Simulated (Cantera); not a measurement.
Charge: 1 mol (CH3)2SiCl2, 0.15 mol C2H2, 280 mol H2, at 2475 K and 0.100 bar.

Method: chemical equilibrium by Gibbs-energy minimisation in Cantera with the NASA 1993 tables (ideal gas, pure condensed phases). Candidate condensed phases: C, C6H6, C7H8, C8H18, Si, SiC; 109 gas species. The feed counts by its element totals alone. The tables' values for SiCl are old estimates; treat these amounts as uncertain. Gases not in the tables: Si2H6 and higher silanes. Kinetics and transport are ignored.

Base state: H2 0.918, H 0.0682, HCl 0.00640, C2H2 (acetylene) 0.00356, Si 0.00267, Cl 0.000337, SiC2 0.000257, SiH 0.000222 (mole fractions); condensed: gas only.

What changes in the equilibrium state with this change: pressure from 0.100 bar to 0.910 bar?


```tsv
species	before	after
H2	0.918	0.964
H	0.0682	0.0232
HCl	0.00640	0.00673
Si	0.00267	0.00161
CH4	8.32e-6	8.01e-5
SiCl2	4.57e-6	2.63e-5
SiH2	5.83e-5	0.000335
Si2	4.67e-6	1.54e-5
C2H	1.80e-5	5.63e-6
SiC(s), mol	0	0.124
```
